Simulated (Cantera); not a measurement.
Input: 1 mol MgCO3, 1.5 mol SO3, 0.15 mol CO2, equilibrated at 1350 °C and 2600 Pa.

Method: chemical equilibrium by Gibbs-energy minimisation in Cantera with the NASA 1993 tables (ideal gas, pure condensed phases). Candidate condensed phases: C, Mg, MgCO3, MgO, MgS, MgSO4, S; 26 gas species. The numbers say what is thermodynamically allowed, not how fast it happens.

Base state: SO2 0.441, CO2 0.338, O2 0.220, SO3 0.000698, CO 0.000120, O 5.55e-5, SO 1.28e-5 (mole fractions); condensed: MgO(s).

What changes in the equilibrium state with this change: 0.011 mol H2S added?


```csv
species,before,after
SO2,0.441,0.443
CO2,0.338,0.338
O2,0.220,0.215
H2O,0,0.00318
OH,0,9.42e-5
SO,1.28e-5,1.31e-5
O,5.55e-5,5.48e-5
"MgO(s), mol",1.00,1.00
```
Further candidate phases: C6H6, C7H8, C8H18, H2O, H2SO4, Mg(OH)2.

What changes in the equilibrium state with this change: temperature from 1350 °C to 425 °C?


| species | before | after |
|---|---|---|
| CO2 | 0.338 | 0.684 |
| SO3 | 0.000698 | 0.259 |
| SO2 | 0.441 | 0.0386 |
| O2 | 0.220 | 0.0193 |
| CO | 0.000120 | <1e-9 |
| O | 5.55e-5 | <1e-9 |
| MgO(s), mol | 1.00 | 0 |
| MgSO4(s), mol | 0 | 1.00 |
